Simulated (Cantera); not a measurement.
A Cantera script and its output.

```python
import numpy as np
import cantera as ct

gas = ct.Solution("gri30.yaml")
gas.TPX = 1600, 100000, {'C3H8': 1, 'H2': 3.2, 'H2O': 0.076}
reactor = ct.IdealGasConstPressureReactor(gas, energy="off", clone=False)
net = ct.ReactorNet([reactor])
net.rtol, net.atol = 1e-08, 1e-18
show = ['C3H8', 'H2', 'CH4', 'C2H4', 'H']
times = np.geomspace(2e-06, 100, 13)

steps = ct.SolutionArray(gas, extra=["t"])
rows = []
print(f"{'t/s':>10s}{'T/K':>9s}{'P/Pa':>11s}" + "".join(f"{s:>11s}" for s in show))
for t in times:
    while net.time < t:
        t_next = net.step()
        steps.append(gas.state, t=t_next)
    rows.append([np.interp(t, steps.t, y) for y in (steps.T, steps.P, *steps(*show).X.T)])
    print(f"{t:10.3e}{rows[-1][0]:9.1f}{rows[-1][1]:11.4g}" + "".join(f"{x:11.3e}" for x in rows[-1][2:]))
rate = np.gradient(steps.T, steps.t)
print("integrator steps:", len(steps.t))
if steps.T.max() > steps.T[0] + 200:
    print(f"time of steepest temperature rise: {steps.t[rate.argmax()]:.4e} s")
gas.TPX = 1600, 100000, {'C3H8': 1, 'H2': 3.2, 'H2O': 0.076}
gas.equilibrate("TP")
print(f"equilibrium (TP): T = {gas.T:.1f} K  " + "  ".join(f"{s} {gas[s].X[0]:.3e}" for s in show))
```

It prints:

```
       t/s      T/K       P/Pa       C3H8         H2        CH4       C2H4          H
 2.000e-06   1600.0      1e+05  2.152e-01  7.384e-01  6.866e-03  1.142e-02  2.421e-04
 8.762e-06   1600.0      1e+05  1.225e-01  6.892e-01  6.513e-02  8.287e-02  4.250e-04
 3.839e-05   1600.0      1e+05  1.051e-02  6.316e-01  1.517e-01  1.613e-01  3.723e-04
 1.682e-04   1600.0      1e+05  6.142e-05  6.366e-01  1.610e-01  1.395e-01  1.040e-04
 7.368e-04   1600.0      1e+05  9.222e-07  6.491e-01  1.568e-01  9.977e-02  4.632e-05
 3.228e-03   1600.0      1e+05  2.914e-07  6.681e-01  1.487e-01  3.970e-02  4.097e-05
 1.414e-02   1600.0      1e+05  9.343e-08  6.798e-01  1.406e-01  1.243e-02  3.939e-05
 6.196e-02   1600.0      1e+05  8.155e-08  6.922e-01  1.235e-01  1.254e-02  4.100e-05
 2.714e-01   1600.0      1e+05  6.374e-08  7.160e-01  9.088e-02  1.337e-02  4.487e-05
 1.189e+00   1600.0      1e+05  5.695e-08  7.266e-01  7.911e-02  1.357e-02  4.665e-05
 5.210e+00   1600.0      1e+05  5.562e-08  7.311e-01  7.854e-02  1.336e-02  4.681e-05
 2.283e+01   1600.0      1e+05  5.526e-08  7.323e-01  7.840e-02  1.330e-02  4.685e-05
 1.000e+02   1600.0      1e+05  5.526e-08  7.323e-01  7.840e-02  1.330e-02  4.685e-05
integrator steps: 1606
equilibrium (TP): T = 1600.0 K  C3H8 5.526e-08  H2 7.323e-01  CH4 7.840e-02  C2H4 1.330e-02  H 4.685e-05
```

Cantera simulation using GRI-Mech 3.0 (53 species, 325 reactions); the numbers are that mechanism's predictions, not measurements. GRI-Mech 3.0 was tuned for natural gas; its chemistry of propane as a main component is partial and can be far from experiment. GRI-Mech 3.0 stops at C3 and has no aromatics, soot or wall deposition, so with more carbon than oxygen in the feed, carbon stays in small species such as C2H2 where larger ones or solid carbon would form.
